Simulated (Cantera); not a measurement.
Feed: 1 mol acetone, 10 mol H2, 4.6 mol N2, held at 100 Torr.

These are equilibrium values from Cantera (NASA tables, ideal gas, pure condensed phases), not measurements of a reactor. Candidate condensed phases: C, C6H6, C7H8, C8H18, H2O; 136 gas species. The feed counts by its element totals alone. Kinetics and transport are ignored.

Question: At 1525 K, list the 4 most abundant gas species with their mole fractions, and the condensed phases.

Answer: H2 0.698, N2 0.247, CO 0.0538, HCN 0.000522. Condensed: C(graphite).
